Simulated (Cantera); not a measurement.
## Oxide etching and cleaning by halides: MgO + NF3 + N2

Feed: 1 mol MgO, 1.7 mol NF3, 33 mol N2, equilibrated at 58.0 Pa.

Equilibrium computed with Cantera from the NASA thermochemical tables; the gas is ideal and each condensed phase is pure. Candidate condensed phases: Mg, MgF2, MgO; 24 gas species. Rates play no part.

From 900 °C to 1125 °C the condensed part is MgF2(s). From 1200 °C to 1575 °C nothing is condensed. The main Mg-bearing gas is MgF2 throughout.

```json
[
 {"T (°C)": "900", "x N2": "0.904", "x F": "0.0827", "x MgF2": "2.17e-5", "x O2": "0.0133", "x NO": "4.27e-5", "n MgF2(s)": "0.999"},
 {"T (°C)": "975", "x N2": "0.904", "x F": "0.0827", "x MgF2": "0.000223", "x O2": "0.0133", "x NO": "7.50e-5", "n MgF2(s)": "0.992"},
 {"T (°C)": "1050", "x N2": "0.902", "x F": "0.0826", "x MgF2": "0.00174", "x O2": "0.0133", "x NO": "0.000123", "n MgF2(s)": "0.935"},
 {"T (°C)": "1125", "x N2": "0.894", "x F": "0.0819", "x MgF2": "0.0108", "x O2": "0.0131", "x NO": "0.000191", "n MgF2(s)": "0.591"},
 {"T (°C)": "1200", "x N2": "0.880", "x F": "0.0806", "x MgF2": "0.0260", "x O2": "0.0129", "x NO": "0.000280", "n MgF2(s)": "0"},
 {"T (°C)": "1275", "x N2": "0.880", "x F": "0.0806", "x MgF2": "0.0260", "x O2": "0.0128", "x NO": "0.000401", "n MgF2(s)": "0"},
 {"T (°C)": "1350", "x N2": "0.880", "x F": "0.0806", "x MgF2": "0.0260", "x O2": "0.0127", "x NO": "0.000554", "n MgF2(s)": "0"},
 {"T (°C)": "1425", "x N2": "0.880", "x F": "0.0806", "x MgF2": "0.0260", "x O2": "0.0125", "x NO": "0.000743", "n MgF2(s)": "0"},
 {"T (°C)": "1500", "x N2": "0.880", "x F": "0.0806", "x MgF2": "0.0260", "x O2": "0.0123", "x NO": "0.000968", "n MgF2(s)": "0"},
 {"T (°C)": "1575", "x N2": "0.879", "x F": "0.0806", "x MgF2": "0.0260", "x O2": "0.0120", "x NO": "0.00123", "n MgF2(s)": "0"}
]
```
x: gas mole fraction; n: condensed amount in mol.
